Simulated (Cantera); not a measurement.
## Thermodynamics of fluorocarbon and chlorocarbon gases, feed CF4 + H2

Input: 1 mol CF4, 0.14 mol H2, equilibrated at 100 Torr.

Method: chemical equilibrium by Gibbs-energy minimisation in Cantera with the NASA 1993 tables (ideal gas, pure condensed phases). Candidate condensed phases: C, C6H6, C7H8, C8H18; 95 gas species. The tables' values for C2F4 are old estimates; treat these amounts as uncertain. Gases not in the tables: C2F6 and larger saturated fluorocarbons. The numbers say what is thermodynamically allowed, not how fast it happens.

| T (K) | x CF4 | x F | x CF2 | x HF | x CF | x CF3 | n C(graphite) |
|---|---|---|---|---|---|---|---|
| 973 | 0.769 | 9.12e-12 | 5.05e-10 | 0.231 | <1e-12 | 2.15e-9 | 0.0700 |
| 1123 | 0.769 | 1.68e-9 | 5.35e-8 | 0.231 | <1e-12 | 9.33e-8 | 0.0700 |
| 1273 | 0.769 | 9.08e-8 | 1.87e-6 | 0.231 | 1.33e-12 | 1.65e-6 | 0.0700 |
| 1423 | 0.769 | 2.12e-6 | 3.05e-5 | 0.231 | 1.68e-10 | 1.59e-5 | 0.0700 |
| 1573 | 0.768 | 2.72e-5 | 0.000290 | 0.231 | 8.38e-9 | 9.90e-5 | 0.0698 |
| 1723 | 0.766 | 0.000224 | 0.00184 | 0.231 | 2.10e-7 | 0.000445 | 0.0688 |
| 1873 | 0.758 | 0.00131 | 0.00863 | 0.230 | 3.11e-6 | 0.00156 | 0.0647 |
| 2023 | 0.732 | 0.00588 | 0.0315 | 0.226 | 3.05e-5 | 0.00443 | 0.0509 |
| 2173 | 0.660 | 0.0211 | 0.0924 | 0.216 | 0.000214 | 0.0103 | 0.0135 |
| 2323 | 0.568 | 0.0825 | 0.133 | 0.201 | 0.000510 | 0.0156 | 0 |
| 2473 | 0.386 | 0.236 | 0.190 | 0.167 | 0.00131 | 0.0202 | 0 |
| 2623 | 0.150 | 0.439 | 0.265 | 0.123 | 0.00424 | 0.0190 | 0 |
| 2773 | 0.0281 | 0.551 | 0.298 | 0.0983 | 0.0139 | 0.0108 | 0 |
| 2923 | 0.00394 | 0.586 | 0.275 | 0.0906 | 0.0388 | 0.00473 | 0 |
x: gas mole fraction; n: condensed amount in mol.

From 973 K to 2173 K the condensed part is C(graphite). From 2323 K to 2923 K nothing is condensed. The main C-bearing gas is CF4 at 973 K and CF2 at 2923 K.
